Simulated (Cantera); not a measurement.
A closed system holds: 1 mol SiH4, 0.54 mol N2, 0.94 mol H2, at 2.18 Torr.

Equilibrium computed with Cantera from the NASA thermochemical tables; the gas is ideal and each condensed phase is pure. Candidate condensed phases: Si, Si3N4; 18 gas species. N2 is the only nitrogen source here; it is nearly inert below about 1500 K, so the nitride shown seldom forms there in practice. Mutual solubility and eutectic melting of coexisting phases are not modelled. The tables' values for SiN are old estimates; treat these amounts as uncertain. Gases not in the tables: Si2H6 and higher silanes. Equilibrium is a limit: real reactors are often held back by kinetics, nucleation or transport.

log p: log10 of the partial pressure in bar; n: condensed amount in mol.

```csv
T (K),log p H2,log p N2,log p H,log p Si,log p SiH,log p Si2,n Si(s),n Si3N4(s),n Si(l)
1473,-2.54,-4.56,-6.17,-8.26,-8.98,___,0.232,0.256,0
1523,-2.55,-4.13,-5.91,-7.74,-8.55,___,0.306,0.231,0
1573,-2.57,-3.73,-5.67,-7.26,-8.16,___,0.493,0.169,0
1623,-2.61,-3.35,-5.47,-6.81,-7.81,___,0.984,0.00538,0
1673,-2.61,-3.35,-5.25,-6.38,-7.46,___,0.999,0,0
1723,-2.61,-3.35,-5.05,-6.01,-7.16,___,0,0,0.999
1773,-2.61,-3.35,-4.85,-5.67,-6.89,___,0,0,0.997
1823,-2.62,-3.35,-4.67,-5.35,-6.63,___,0,0,0.994
1873,-2.62,-3.35,-4.50,-5.05,-6.39,___,0,0,0.988
1923,-2.62,-3.35,-4.34,-4.77,-6.17,___,0,0,0.977
1973,-2.63,-3.36,-4.18,-4.50,-5.96,___,0,0,0.958
```

Problem. Some entries are withheld; supply them.

Solution. 
- 1473, log p Si2: -11.24
- 1523, log p Si2: -10.57
- 1573, log p Si2: -9.94
- 1623, log p Si2: -9.35
- 1673, log p Si2: -8.79
- 1723, log p Si2: -8.33
- 1773, log p Si2: -7.93
- 1823, log p Si2: -7.54
- 1873, log p Si2: -7.18
- 1923, log p Si2: -6.84
- 1973, log p Si2: -6.51
